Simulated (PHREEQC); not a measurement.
Solution (45 °C): 75 mmol/kgw CuSO4 and 0.66 mmol/kgw H2SO4. Closed to the air; pH follows from the charge balance.

Equilibrium calculation in PHREEQC: ion-association model, phreeqc.dat.

Each row changes one thing in this solution. This is a speciation only: nothing precipitates in the calculation.

```tsv
case	pH	ionic strength (mol/kgw)	SO4-2 (mol/kgw)	HSO4- (mol/kgw)
as made	3.45	0.157	0.0390	0.000881
temperature from 45 to 5 °C	3.26	0.167	0.0415	0.000636
CuSO4 left out	2.93	0.00180	0.000570	9.00e-5
temperature from 45 to 70 °C	3.63	0.155	0.0384	0.00107
CuSO4 from 0.075 to 0.112 mol/kgw	3.52	0.223	0.0555	0.000947
H2SO4 from 0.00066 to 0.0033 mol/kgw	2.75	0.160	0.0386	0.00437
H2SO4 replaced by Li2SO4 at the same molality	4.36	0.158	0.0396	0.000111
temperature from 45 to 30 °C	3.36	0.160	0.0397	0.000781
```

Complexes and solids missing from the database can't appear. Constants without temperature data keep their 25 °C values here.
